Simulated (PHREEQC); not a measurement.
## Polishing slurry liquid: an equilibrium model

Make-up at 35 °C: 1.1 mmol/kgw KOH, 0.12 mmol/kgw H4SiO4 and 110 mmol/kgw KH2PO4. Closed to the air; pH follows from the charge balance.

The numbers come from PHREEQC with the ion-association model, phreeqc.dat.

Precipitation was switched off in this run.

Problem. What pH, density, ionic strength does the model give?

Solution. pH 4.89; density 1.004 g/cm³; ionic strength 0.112 mol/kgw.

Problem. In which forms is P present?

Solution. H2PO4- 99 %, HPO4-2 1.1 % of the P.

Species that the database lacks are ignored.
